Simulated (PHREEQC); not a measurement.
Solution (20 °C): 0.0067 mol H3PO4 and 9.6e-05 mol NaF per kg of water. Closed to the air; pH follows from the charge balance.

The numbers come from PHREEQC with the ion-association model, phreeqc.dat.

```yaml
pH: 2.39
ionic_strength: 0.00441 mol/kgw
specific_conductance: 1400 µS/cm
total_alkalinity: -6.70 meq/kg
```

| species | molality | activity | log γ |
|---|---|---|---|
| H2PO4- | 0.00440 | 0.00411 | -0.030 |
| H+ | 0.00432 | 0.00405 | -0.028 |
| H3PO4 | 0.00230 | 0.00230 | 0.000 |
| Na+ | 9.60e-5 | 8.95e-5 | -0.031 |
| HF | 8.04e-5 | 8.05e-5 | 0.000 |
| F- | 1.56e-5 | 1.45e-5 | -0.031 |
| HPO4-2 | 8.09e-8 | 6.12e-8 | -0.121 |
| HF2- | 4.61e-9 | 4.29e-9 | -0.031 |

Precipitation was switched off in this run. Species that the database lacks are ignored.
